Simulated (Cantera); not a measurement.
# NO annealing gas

A perfectly stirred reactor is fed with 57.8 % NO, 42.2 % N₂, at 0.132 atm; it is held at 2023 K, and followed from long to short residence time.

Detailed kinetics in Cantera: GRI-Mech 3.0 (53 species, 325 reactions).

| τ (s) | x NO | x N₂ | x NO₂ | x O | x O₂ | x N₂O |
|---|---|---|---|---|---|---|
| 0.43 | 0.494 | 0.464 | 0.000137 | 0.000513 | 0.0415 | 9.69e-5 |
| 0.15 | 0.549 | 0.437 | 0.000101 | 0.000364 | 0.0142 | 0.000124 |
| 0.050 | 0.568 | 0.427 | 7.70e-5 | 0.000286 | 0.00439 | 0.000133 |
| 0.017 | 0.575 | 0.424 | 6.37e-5 | 0.000240 | 0.00130 | 0.000127 |
| 0.0058 | 0.577 | 0.423 | 4.94e-5 | 0.000187 | 0.000315 | 0.000104 |
| 0.0020 | 0.577 | 0.422 | 2.75e-5 | 0.000107 | 4.75e-5 | 6.79e-5 |
| 0.00068 | 0.578 | 0.422 | 8.37e-6 | 4.00e-5 | 4.34e-6 | 3.28e-5 |
x: mole fraction; the columns are a selection and need not sum to one.
